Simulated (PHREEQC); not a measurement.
Solution A (0.00045 mol Na2SeO4 and 0.095 mol NaCl per kg of water) is mixed with solution B (84 mmol/kgw HF, 0.61 mmol/kgw CsF, 0.0088 mmol/kgw H4SiO4 and 0.72 mmol/kgw HCl) at 25 °C; shares are by mass of water, 1 kg in all. Oxygen is held at 0.21 atm. No CO2 enters from the air. The run lets Chalcedony, Halite precipitate or redissolve, and no other solid.

Computed with PHREEQC (ion-association model, wateq4f.dat).

```csv
share of solution B,pH,SeO4-2 (mol/kgw),HF (mol/kgw),H2F2 (mol/kgw),F- (mol/kgw),HSeO4- (mol/kgw)
0,6.99,0.000450,0,0,0,1.02e-9
0.1,2.68,0.000387,…,8.64e-5,0.00240,1.81e-5
0.2,2.51,0.000336,…,0.000398,0.00345,2.38e-5
0.3,2.41,0.000289,0.0186,…,0.00418,2.60e-5
0.4,2.35,0.000244,0.0248,0.00163,0.00472,2.63e-5
0.5,2.30,0.000200,0.0308,0.00250,0.00515,2.49e-5
0.6,2.26,0.000158,0.0366,0.00352,0.00549,2.24e-5
0.7,2.23,0.000116,0.0422,0.00467,0.00575,1.86e-5
0.8,2.20,…,0.0476,0.00594,0.00595,1.38e-5
0.9,2.18,3.73e-5,0.0529,0.00732,0.00608,7.67e-6
1,2.16,0,0.0581,0.00881,0.00611,0
```

Q: What belongs in the gaps?

A: 
- 0.1, HF (mol/kgw): 0.00570
- 0.2, HF (mol/kgw): 0.0122
- 0.3, H2F2 (mol/kgw): 0.000921
- 0.8, SeO4-2 (mol/kgw): 7.62e-5

wateq4f.dat counts part of the HF as a dimer, H2F2, which phreeqc.dat doesn't know; its constant is uncertain. SiF6-2 is the database's only silicon fluoride.
